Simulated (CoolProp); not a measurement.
Computed with CoolProp (reference Helmholtz-energy equation of state, Lemmon 2006). It is a short technical equation, of lower accuracy than the large ones.

For n-decane, give the phase and the Joule-Thomson coefficient (K/MPa), Prandtl number at 463.8 K and 486 kPa.


- 463.8 K and 486 kPa: liquid; Joule-Thomson coefficient -0.142, Prandtl number 5.68

Viscosity comes from a separate model (Huber 2004). Thermal conductivity comes from a separate model (Huber 2005).
